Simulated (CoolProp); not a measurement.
The fluid at 298.15 K and 0.294 MPa flows at 6.2 m/s in a round tube of 6 mm bore and 45 µm roughness, fully developed (64/Re and Nu = 3.66 if laminar; Colebrook and Gnielinski if turbulent). The same conditions are run with several fluids, on thermodynamics alone (safety and materials aside).

Computed with CoolProp (reference Helmholtz-energy equation of state of each fluid (propylene: Lemmon 2013; R407C: Lemmon 2003; R22: Kamei 1995; R143a: Lemmon and Jacobsen 2000; CF4 (R14): Platzer 1990)). The equations of Platzer and Polt are older, rougher fits. Blends and air are pseudo-pure fits.

```
fluid      Reynolds number  Darcy friction factor  pressure drop (Pa/m)  heat-transfer coefficient (W/(m² K))  mass flow (kg/h)
---------  ---------------  ---------------------  --------------------  ------------------------------------  ----------------
propylene            22700                 0.0374                   625                                   263              3.29
R407C                32600                 0.0366                  1260                                   293              6.78
R22                  28900                 0.0368                  1260                                   228              6.77
R143a                35000                 0.0364                  1230                                   337              6.62
CF4 (R14)            22600                 0.0374                  1260                                   241              6.66
```

Transport values come from each fluid's own correlations; those of propylene, R22, R143a, CF4 (R14) are estimates that may be off by 10 % or more.
